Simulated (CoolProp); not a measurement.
Vapour-liquid equilibrium of n-octane (1) + m-xylene (2) at 141.65 °C; x and y are mole fractions of (1).

Model: multi-fluid Helmholtz-energy mixture model, Beckmüller 2019 and Zhou 2012; pair parameters Bell 2016, in CoolProp.

**Question.** Give the bubble pressure and the first vapour's composition at x = 0.65, 0.8, 0.95. Is there an azeotrope?

**Answer.** x = 0.65: 1.411 bar, y = 0.716; x = 0.8: 1.472 bar, y = 0.841; x = 0.95: 1.530 bar, y = 0.961. No azeotrope shows between x = 0.05 and 0.95.

Pair parameters are fitted to limited data, so mixtures are less certain than the pure fluids.
